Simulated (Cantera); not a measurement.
Feed: 1 mol CHF₃, a varied amount of CH₄, 0.49 mol H₂, held at 3177 °C and 1.00 bar.

Equilibrium computed with Cantera from the NASA thermochemical tables; the gas is ideal and each condensed phase is pure. Candidate condensed phases: C, C₆H₆, C₇H₈, C₈H₁₈; 95 gas species. Equilibrium is a limit: real reactors are often held back by kinetics, nucleation or transport.

Problem. What share of the C ends up in condensed phases as a function of n(CH₄) (mol), at 0.039, 0.1, 0.16, 0.22, 0.28, 0.34, 0.4, 0.46, 0.53?

Solution. 
```
n(CH₄) (mol)  C condensed (%)           as
------------  ---------------  -----------
0.039                    55.0  C(graphite)
0.1                      62.9  C(graphite)
0.16                     68.9  C(graphite)
0.22                     72.6  C(graphite)
0.28                     73.8  C(graphite)
0.34                     73.1  C(graphite)
0.4                      71.6  C(graphite)
0.46                     69.9  C(graphite)
0.53                     67.8  C(graphite)
```
